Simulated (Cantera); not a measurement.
Gas mixture: 29.2 % H₂, 70.8 % C₂H₆, at 0.133 bar, frozen composition.

Cantera's kinetic-theory transport with the Lennard-Jones parameters of GRI-Mech 3.0, ideal gas; thermal conductivity in the multicomponent form. The composition is frozen, though it would react at the higher temperatures.

One state of this run: ρ (kg/m³) = 0.0305; cp (J/kg/K) = 4658; μ (µPa s) = 29.1; λ (mW/m/K) = 211; Pr = 0.641; D (cm²/s) N₂ = 15.3; D (cm²/s) NH₃ = 17.9; D (cm²/s) H₂ = 42.5. D: mixture-averaged diffusion coefficient of that species in the mixture.

Problem. Which value of T (K) does it belong to?
A) 1000
B) 1150
C) 700
D) 550

Solution. B, 1150
